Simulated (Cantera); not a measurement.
Charge: 1 mol Si3N4, 0.05 mol H2O, 36 mol H2, held at 1750 K.

These are equilibrium values from Cantera (NASA tables, ideal gas, pure condensed phases), not measurements of a reactor. Candidate condensed phases: H2O, Si, SiO2, Si2N2O, Si3N4; 35 gas species. Mutual solubility and eutectic melting of coexisting phases are not modelled. Gases not in the tables: Si2H6 and higher silanes. Equilibrium is a limit: real reactors are often held back by kinetics, nucleation or transport.

### Question
Which condensed phases are stable at each of these points (P (Pa)): 0.100, 1.50, 22, 320, 4600, 68000, 1000000?

### Answer
| P (Pa) | condensed phases | Si condensed (%) |
|---|---|---|
| 0.100 | gas only | 0.0 |
| 1.50 | gas only | 0.0 |
| 22 | Si(l) | 89.2 |
| 320 | Si(l) | 97.6 |
| 4600 | Si(l) | 98.3 |
| 68000 | Si(l) + Si2N2O(s) + Si3N4(s) | 99.7 |
| 1000000 | Si2N2O(s) + Si3N4(s) | 99.9 |

From 0.000750 Torr to 0.0113 Torr nothing is condensed. From 0.165 Torr to 34.5 Torr the condensed part is Si(l). At 510 Torr the condensed part is Si(l) + Si2N2O(s) + Si3N4(s). At 7500 Torr the condensed part is Si2N2O(s) + Si3N4(s).
